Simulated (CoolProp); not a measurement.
A single-stage vapour-compression cycle with fluoroethane (R161): evaporating at 264.15 K (dew point), condensing at 311.15 K (bubble point), superheat 10 K, subcooling 2 K, compressor efficiency 0.8, no pressure losses. Each further row changes one setting.

Model: reference Helmholtz-energy equation of state, Wu 2012, in CoolProp.

| case | cooling COP | pressure ratio | discharge temperature (K) | refrigerating effect (kJ/kg) | volumetric capacity (kJ/m³) |
|---|---|---|---|---|---|
| as stated | 3.65 | 4.04 | 350.9 | 304 | 2210 |
| evaporating temperature 269.15 K | 4.24 | 3.40 | 347.0 | 308 | 2640 |
| condensing temperature 306.15 K | 4.19 | 3.56 | 343.7 | 315 | 2290 |
| subcooling 7 K | 3.79 | 4.04 | 350.9 | 315 | 2290 |
| superheat 20 K | 3.64 | 4.04 | 361.1 | 316 | 2200 |
| compressor efficiency 0.7 | 3.19 | 4.04 | 358.3 | 304 | 2210 |
